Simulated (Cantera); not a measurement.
# Adiabatic ignition

An adiabatic, constant-volume homogeneous reactor starts with C2H4 : O2 : N2 : CO2 = 1 : 2.14 : 8.06 : 0.24 (molar parts), equivalence ratio 1.4, at 1598 K and 92000 Pa.

Model: GRI-Mech 3.0 (53 species, 325 reactions), integrated in Cantera. GRI-Mech 3.0 was tuned for natural gas; its chemistry of ethylene as a main component is partial and can be far from experiment. Above 3000 K some thermodynamic fits are extrapolated.

```tsv
t (s)	T (K)	P (bar)	x C2H4	x O2	x CO2	x NO	x CH2CO
1.00e-6	1598	0.920	0.0874	0.187	0.0210	<1e-12	1.16e-8
3.55e-6	1598	0.920	0.0874	0.187	0.0210	<1e-12	3.02e-7
1.26e-5	1598	0.921	0.0869	0.187	0.0210	1.64e-12	0.000162
4.47e-5	3026	1.97	<1e-12	0.0110	0.0445	0.00116	<1e-12
0.000159	3049	1.98	<1e-12	0.00957	0.0445	0.00534	<1e-12
0.000563	3042	1.97	<1e-12	0.00878	0.0440	0.00895	<1e-12
0.00200	3042	1.97	<1e-12	0.00874	0.0440	0.00912	<1e-12
0.00710	3042	1.97	<1e-12	0.00874	0.0440	0.00912	<1e-12
0.0252	3042	1.97	<1e-12	0.00874	0.0440	0.00912	<1e-12
0.0894	3042	1.97	<1e-12	0.00874	0.0440	0.00912	<1e-12
0.317	3042	1.97	<1e-12	0.00874	0.0440	0.00912	<1e-12
1.13	3042	1.97	<1e-12	0.00874	0.0440	0.00912	<1e-12
4.00	3042	1.97	<1e-12	0.00874	0.0440	0.00912	<1e-12
```
x: mole fraction; the columns are a selection and need not sum to one.

| Quantity | Result |
|---|---|
| time of steepest temperature rise | 22.6 µs |
| temperature at 4.00 s | 3042 K |
| equilibrium temperature | 3042 K |
| x(C2H4) at 4.00 s | <1e-12 (gas-phase equilibrium <1e-12) |
| x(O2) at 4.00 s | 0.00874 (gas-phase equilibrium 0.00874) |
| x(CO2) at 4.00 s | 0.0440 (gas-phase equilibrium 0.0440) |
